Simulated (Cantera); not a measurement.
A closed system holds: 1 mol PbO, 400 mol H2, 2.9 mol N2, held at 101000 Pa.

Method: chemical equilibrium by Gibbs-energy minimisation in Cantera with the NASA 1993 tables (ideal gas, pure condensed phases). Candidate condensed phases: H2O, Pb, PbO, PbO2, Pb3O4; 27 gas species. Rates play no part.

x: gas mole fraction; n: condensed amount in mol.

| T (K) | x H2 | x N2 | x H | x H2O | x Pb | x NH3 | n Pb(l) |
|---|---|---|---|---|---|---|---|
| 798 | 0.990 | 0.00707 | … | 0.00248 | 5.65e-8 | 0.000256 | 1.000 |
| 898 | 0.990 | 0.00715 | … | 0.00248 | 1.28e-6 | 0.000104 | 0.999 |
| 998 | 0.990 | 0.00717 | … | 0.00248 | 1.53e-5 | 4.99e-5 | 0.994 |
| 1098 | 0.990 | 0.00718 | … | 0.00248 | 0.000115 | 2.72e-5 | 0.954 |
| 1198 | 0.990 | 0.00719 | … | 0.00248 | 0.000616 | 1.63e-5 | 0.752 |
| 1298 | 0.988 | 0.00717 | … | 0.00248 | 0.00248 | 1.05e-5 | 0 |
| 1398 | 0.988 | 0.00718 | … | 0.00248 | 0.00248 | 7.26e-6 | 0 |
| 1498 | 0.988 | 0.00718 | … | 0.00248 | 0.00248 | 5.25e-6 | 0 |
| 1598 | 0.988 | 0.00718 | … | 0.00248 | 0.00248 | 3.96e-6 | 0 |
| 1698 | 0.988 | 0.00718 | … | 0.00248 | 0.00248 | 3.08e-6 | 0 |
| 1798 | 0.988 | 0.00718 | … | 0.00248 | 0.00248 | 2.47e-6 | 0 |
| 1898 | 0.987 | 0.00718 | … | 0.00247 | 0.00247 | 2.03e-6 | 0 |
| 1998 | 0.986 | 0.00717 | … | 0.00247 | 0.00247 | 1.69e-6 | 0 |
| 2098 | 0.985 | 0.00717 | … | 0.00247 | 0.00247 | 1.44e-6 | 0 |

Q: Fill in the missing entries.

A: 
- 798, x H: 2.63e-12
- 898, x H: 1.08e-10
- 998, x H: 2.13e-9
- 1098, x H: 2.44e-8
- 1198, x H: 1.88e-7
- 1298, x H: 1.06e-6
- 1398, x H: 4.67e-6
- 1498, x H: 1.70e-5
- 1598, x H: 5.26e-5
- 1698, x H: 0.000143
- 1798, x H: 0.000348
- 1898, x H: 0.000772
- 1998, x H: 0.00158
- 2098, x H: 0.00303
